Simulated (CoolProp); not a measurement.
Tetrahydrofuran along the isobar 249 bar: Z from the reference equation and from simpler models built on Tc = 540.2 K, pc = 53.04 bar, ω = 0.234; each cubic takes its own stable root.

Model: reference Helmholtz-energy equation of state, Fiedler 2023, in CoolProp.

| T (K) | phase | reference | Redlich-Kwong | Soave-Redlich-Kwong | Peng-Robinson |
|---|---|---|---|---|---|
| 285.8 | liquid | 0.8268 | 0.9012 | ? | 0.7921 |
| 302.9 | liquid | 0.7947 | ? | 0.8507 | 0.7581 |
| 320 | liquid | 0.7666 | ? | 0.8179 | 0.7285 |
| 337.1 | liquid | 0.7419 | 0.8038 | 0.7894 | 0.7029 |
| 354.2 | liquid | ? | 0.7794 | 0.7647 | 0.6807 |
| 371.3 | liquid | ? | 0.7582 | 0.7433 | 0.6616 |
| 388.4 | liquid | 0.6848 | 0.7399 | 0.7251 | 0.6453 |
| 405.5 | liquid | ? | 0.7242 | 0.7096 | 0.6316 |

What belongs in the gaps?


- 285.8, Soave-Redlich-Kwong: 0.8885
- 302.9, Redlich-Kwong: 0.8641
- 320, Redlich-Kwong: 0.8319
- 354.2, reference: 0.7203
- 371.3, reference: 0.7013
- 405.5, reference: 0.6704
